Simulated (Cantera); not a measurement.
An adiabatic, constant-pressure homogeneous reactor starts with 6.76 % CH₄, 19.6 % O₂, 73.6 % N₂, at 1200 K and 620000 Pa.

Model: GRI-Mech 3.0 (53 species, 325 reactions), integrated in Cantera.

x: mole fraction; the columns are a selection and need not sum to one.

| t (s) | T (K) | x CH₄ | x O₂ | x CO | x C₂H₄ | x C₂H | x CH₂ |
|---|---|---|---|---|---|---|---|
| 2.00e-6 | 1200 | 0.0676 | 0.196 | <1e-12 | <1e-12 | <1e-12 | <1e-12 |
| 4.69e-6 | 1200 | 0.0676 | 0.196 | <1e-12 | <1e-12 | <1e-12 | <1e-12 |
| 1.10e-5 | 1200 | 0.0676 | 0.196 | <1e-12 | <1e-12 | <1e-12 | <1e-12 |
| 2.57e-5 | 1200 | 0.0676 | 0.196 | 5.19e-12 | <1e-12 | <1e-12 | <1e-12 |
| 6.02e-5 | 1200 | 0.0676 | 0.196 | 7.42e-11 | 1.42e-11 | <1e-12 | <1e-12 |
| 0.000141 | 1200 | 0.0676 | 0.196 | ? | 2.87e-10 | <1e-12 | <1e-12 |
| 0.000331 | 1200 | 0.0676 | 0.196 | ? | 8.07e-9 | <1e-12 | <1e-12 |
| 0.000775 | 1200 | 0.0675 | 0.196 | ? | 1.32e-7 | <1e-12 | <1e-12 |
| 0.00181 | 1201 | 0.0674 | 0.196 | ? | 9.70e-7 | <1e-12 | 1.38e-12 |
| 0.00425 | 1206 | 0.0665 | 0.195 | ? | 1.45e-5 | <1e-12 | 1.13e-11 |
| 0.00996 | 2493 | <1e-12 | 0.0579 | 0.00377 | <1e-12 | <1e-12 | <1e-12 |
| 0.0233 | 2483 | <1e-12 | 0.0553 | 0.00368 | <1e-12 | <1e-12 | <1e-12 |
| 0.0547 | 2483 | <1e-12 | 0.0551 | 0.00367 | <1e-12 | <1e-12 | <1e-12 |
| 0.128 | 2483 | <1e-12 | 0.0551 | 0.00367 | <1e-12 | <1e-12 | <1e-12 |
| 0.300 | 2483 | <1e-12 | 0.0551 | 0.00367 | <1e-12 | <1e-12 | <1e-12 |

**Question.** What belongs in the gaps?

**Answer.** 
- 0.000141, x CO: 1.25e-9
- 0.000331, x CO: 2.93e-8
- 0.000775, x CO: 6.91e-7
- 0.00181, x CO: 9.35e-6
- 0.00425, x CO: 0.000161
